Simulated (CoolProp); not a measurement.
Properties of cyclopentane along the isobar 101 kPa (Tc = 511.7 K, pc = 4583 kPa, ω = 0.202).

Computed with CoolProp (reference Helmholtz-energy equation of state, Gedanitz 2015).

```tsv
T (K)	phase	density (kg/m³)	cv (kJ/(kg K))	speed of sound (m/s)	expansivity (1/kK)	conductivity (mW/(m K))	fugacity coefficient
414.4	gas	2.088	1.648	226.4	2.535	24.2	0.9847
431.4	gas	2.002	1.728	?	2.421	26.3	0.9866
448.3	gas	1.924	1.807	235.5	2.318	28.5	0.9881
465.3	gas	1.851	?	239.9	2.224	30.8	0.9894
482.2	gas	1.784	1.960	244.2	2.138	33.1	0.9906
499.2	gas	1.721	2.034	248.4	2.059	35.5	0.9916
516.1	gas	1.663	?	252.5	1.987	37.9	0.9924
533.1	gas	1.609	2.176	256.6	1.919	40.4	0.9932
550	gas	1.559	2.244	260.6	1.856	42.9	0.9939
```

Problem. Fill in the missing entries.

Solution. 
- 431.4, speed of sound (m/s): 231.0
- 465.3, cv (kJ/(kg K)): 1.885
- 516.1, cv (kJ/(kg K)): 2.106

Thermal conductivity comes from a separate model (Vassiliou 2015).
